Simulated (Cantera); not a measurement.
Cantera run, input and output.

```python
import numpy as np
import cantera as ct

gas = ct.Solution("gri30.yaml")
gas.TPX = 1223, 13000, {'N2O': 1, 'H2O': 0.15}
inlet = ct.Reservoir(gas, clone=True)

reactor = ct.IdealGasConstPressureReactor(gas, energy="off", clone=False)
exhaust = ct.Reservoir(gas, clone=True)
tau = [0.53, 0.21, 0.085, 0.034, 0.014, 0.0055, 0.0022, 0.00088, 0.00035, 0.00014][0]
for a, b in ((inlet, reactor), (reactor, exhaust)):
    ct.MassFlowController(a, b, mdot=lambda t: reactor.mass / tau)
net = ct.ReactorNet([reactor])
show = ['N2O', 'H2O', 'NO', 'OH', 'O', 'H2O2', 'H']

rows = []
print(f"{'tau/s':>10s}{'T/K':>9s}" + "".join(f"{s:>11s}" for s in show))
for tau in [0.53, 0.21, 0.085, 0.034, 0.014, 0.0055, 0.0022, 0.00088, 0.00035, 0.00014]:
    net.initial_time = 0.0
    net.advance(30 * tau)
    before = gas.X
    net.advance(40 * tau)
    drift = np.max(np.abs(gas.X - before) / (gas.X + 1e-9))
    rows.append([gas.T, *gas[show].X, drift])
    print(f"{tau:10.3e}{gas.T:9.1f}" + "".join(f"{x:11.3e}" for x in gas[show].X))
```

Result:

```
     tau/s      T/K        N2O        H2O         NO         OH          O       H2O2          H
 5.300e-01   1223.0  7.555e-01  1.253e-01  6.323e-03  5.019e-05  3.218e-06  3.147e-08  9.164e-09
 2.100e-01   1223.0  8.198e-01  1.282e-01  2.687e-03  4.645e-05  3.384e-06  4.977e-08  9.835e-09
 8.500e-02   1223.0  8.485e-01  1.295e-01  1.111e-03  4.210e-05  3.523e-06  8.069e-08  1.067e-08
 3.400e-02   1223.0  8.610e-01  1.300e-01  4.576e-04  3.785e-05  3.614e-06  1.182e-07  1.115e-08
 1.400e-02   1223.0  8.660e-01  1.303e-01  1.999e-04  3.372e-05  3.646e-06  1.467e-07  1.081e-08
 5.500e-03   1223.0  8.682e-01  1.304e-01  8.479e-05  2.862e-05  3.631e-06  1.457e-07  9.497e-09
 2.200e-03   1223.0  8.690e-01  1.304e-01  3.567e-05  2.208e-05  3.580e-06  8.953e-08  7.258e-09
 8.800e-04   1223.0  8.694e-01  1.304e-01  1.431e-05  1.382e-05  3.481e-06  2.124e-08  4.251e-09
 3.500e-04   1223.0  8.695e-01  1.304e-01  5.372e-06  6.475e-06  3.263e-06  1.745e-09  1.739e-09
 1.400e-04   1223.0  8.695e-01  1.304e-01  1.856e-06  2.433e-06  2.817e-06  1.049e-10  5.279e-10
```

Model: GRI-Mech 3.0 (53 species, 325 reactions), integrated in Cantera. GRI-Mech 3.0 was tuned for natural gas; its chemistry of N2O as a main component is partial and can be far from experiment. The mechanism lacks the step 2 NO + O2 → 2 NO2, which can matter for NO2 below about 1400 K. The temperature is held fixed by assumption; the heat of reaction is taken as removed at once.
